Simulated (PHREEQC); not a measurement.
Consider water at 95 °C with 0.0027 mol/kgw NiCl2, 0.26 mol/kgw KCl and 0.0011 mol/kgw H2SO4. Closed to the air; pH follows from the charge balance.

The numbers come from PHREEQC with the ion-association model, wateq4f.dat.

Precipitation was switched off in this run.

Question: Predict the pH, activity of water.

Answer: pH 2.81; activity of water 0.991.

Question: In which forms is Ni present?

Answer: Ni+2 82 %, NiCl+ 12 %, NiCl2 5.1 %, NiSO4 0.6 % of the Ni.

At this temperature some constants are extrapolated from 25 °C, and those without enthalpy data are left unchanged.
